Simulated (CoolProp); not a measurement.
Properties of ammonia along the isobar 135 bar (Tc = 132.4 °C, pc = 113.6 bar, ω = 0.256).

The numbers come from the reference Helmholtz-energy equation of state, Gao 2020 in CoolProp.

| T (°C) | phase | density (kg/m³) | viscosity (µPa s) | conductivity (mW/(m K)) |
|---|---|---|---|---|
| 86.45 | liquid | 513.4 | 80.7 | 348 |
| 109.95 | liquid | 458.2 | 63.7 | 289 |
| 133.55 | supercritical | 362.0 | 44.7 | (withheld) |
| 157.15 | supercritical | 125.6 | 19.6 | 97.8 |
| 180.65 | supercritical | (withheld) | 18.7 | 76.1 |
| 204.25 | supercritical | 79.56 | 19.0 | (withheld) |
| 227.85 | supercritical | (withheld) | 19.6 | 70.6 |
| 251.35 | supercritical | 64.04 | 20.3 | 72.0 |
| 274.95 | supercritical | 59.03 | 21.0 | 74.2 |
| 298.55 | supercritical | (withheld) | 21.8 | 76.7 |
| 322.05 | supercritical | (withheld) | 22.7 | 79.2 |
| 345.65 | supercritical | (withheld) | 23.5 | 81.5 |
| 369.25 | supercritical | 46.31 | 24.3 | 83.6 |

Task: Fill in the missing entries.

Result: 
- 133.55, conductivity (mW/(m K)): 230
- 180.65, density (kg/m³): 93.92
- 204.25, conductivity (mW/(m K)): 71.0
- 227.85, density (kg/m³): 70.51
- 298.55, density (kg/m³): 55.00
- 322.05, density (kg/m³): 51.65
- 345.65, density (kg/m³): 48.79

Viscosity comes from a separate model (Fenghour 1995). Thermal conductivity comes from a separate model (Tufeu 1984).
